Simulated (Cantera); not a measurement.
Feed: 1 mol NH3, 0.96 mol O2, 25 mol N2, held at 3473 K and 1 atm.

These are equilibrium values from Cantera (NASA tables, ideal gas, pure condensed phases), not measurements of a reactor. Candidate condensed phases: H2O; 24 gas species. Kinetics and transport are ignored.

Base state: N2 0.867, H 0.0599, O 0.0303, NO 0.0119, H2 0.0118, OH 0.0102, H2O 0.00444, O2 0.00440 (mole fractions); condensed: gas only.

Question: What changes in the equilibrium state with this change: pressure from 1 atm to 263 Torr?

Answer: 
```csv
species,before,after
N2,0.867,0.853
H,0.0599,0.0782
O,0.0303,0.0417
H2,0.0118,0.00694
OH,0.0102,0.00634
NO,0.0119,0.00953
H2O,0.00444,0.00124
N,0.000180,0.000304
O2,0.00440,0.00287
```

Question: What changes in the equilibrium state with this change: NH3 replaced by S?

Answer: 
| species | before | after |
|---|---|---|
| N2 | 0.867 | 0.919 |
| O | 0.0303 | 0.0285 |
| SO | 0 | 0.0168 |
| H | 0.0599 | 0 |
| S | 0 | 0.0161 |
| H2 | 0.0118 | 0 |
| OH | 0.0102 | 0 |
| NO | 0.0119 | 0.0115 |
| H2O | 0.00444 | 0 |
| SO2 | 0 | 0.00325 |
| S2 | 0 | 0.000373 |
| SN | 0 | 9.09e-5 |
Further candidate phases: S.

Question: What changes in the equilibrium state with this change: N2 from 25 to 1.1 mol?

Answer: 
```tsv
species	before	after
N2	0.867	0.351
H	0.0599	0.168
H2O	0.00444	0.117
O2	0.00440	0.0490
OH	0.0102	0.0957
H2	0.0118	0.0928
O	0.0303	0.101
NO	0.0119	0.0253
HO2	1.04e-6	3.25e-5
N	0.000180	0.000115
```
